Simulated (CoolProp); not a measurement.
R404A at 293.15 K and 4.42 MPa is throttled through a valve to 2.39 MPa with no heat exchange. Each further row changes one setting.

Values from CoolProp's reference Helmholtz-energy equation of state, Lemmon 2003. It is a pseudo-pure fit of the blend.

| case | temperature change (K) | final phase | final density (kg/m³) |
|---|---|---|---|
| as stated | -0.2 | liquid | 1080 |
| outlet pressure 0.717 MPa | -14.7 | two-phase, vapour fraction 0.129 | 232 |
| outlet pressure 3.11 MPa | -0.1 | liquid | 1090 |
